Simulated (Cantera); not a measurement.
Charge: 1 mol Si, a varied amount of O₂, 2 mol N₂, held at 1775 K and 750 Torr.

These are equilibrium values from Cantera (NASA tables, ideal gas, pure condensed phases), not measurements of a reactor. Candidate condensed phases: Si, SiO₂, Si₂N₂O, Si₃N₄; 16 gas species. Mutual solubility and eutectic melting of coexisting phases are not modelled. The tables hold silica as quartz up to 1696 K and as liquid above; real silica turns to tridymite and cristobalite and melts near 1996 K. Equilibrium is a limit: real reactors are often held back by kinetics, nucleation or transport.

Which condensed phases are stable at each of these points (n(O₂) (mol)): 0.14, 0.16, 0.2, 0.24, 0.29, 0.35, 0.42, 0.5, 0.6, 0.73?


```json
[
 {"n(O₂) (mol)": "0.14", "condensed phases": "Si₂N₂O(s) + Si₃N₄(s)", "Si condensed (%)": "100.0"},
 {"n(O₂) (mol)": "0.16", "condensed phases": "Si₂N₂O(s) + Si₃N₄(s)", "Si condensed (%)": "100.0"},
 {"n(O₂) (mol)": "0.2", "condensed phases": "Si₂N₂O(s) + Si₃N₄(s)", "Si condensed (%)": "100.0"},
 {"n(O₂) (mol)": "0.24", "condensed phases": "Si₂N₂O(s) + Si₃N₄(s)", "Si condensed (%)": "100.0"},
 {"n(O₂) (mol)": "0.29", "condensed phases": "SiO₂(condensed) + Si₂N₂O(s)", "Si condensed (%)": "99.8"},
 {"n(O₂) (mol)": "0.35", "condensed phases": "SiO₂(condensed) + Si₂N₂O(s)", "Si condensed (%)": "99.8"},
 {"n(O₂) (mol)": "0.42", "condensed phases": "SiO₂(condensed) + Si₂N₂O(s)", "Si condensed (%)": "99.8"},
 {"n(O₂) (mol)": "0.5", "condensed phases": "SiO₂(condensed) + Si₂N₂O(s)", "Si condensed (%)": "99.8"},
 {"n(O₂) (mol)": "0.6", "condensed phases": "SiO₂(condensed) + Si₂N₂O(s)", "Si condensed (%)": "99.8"},
 {"n(O₂) (mol)": "0.73", "condensed phases": "SiO₂(condensed) + Si₂N₂O(s)", "Si condensed (%)": "99.8"}
]
```

From 0.14 mol O₂ to 0.24 mol O₂ the condensed part is Si₂N₂O(s) + Si₃N₄(s). From 0.29 mol O₂ to 0.73 mol O₂ the condensed part is SiO₂(condensed) + Si₂N₂O(s).
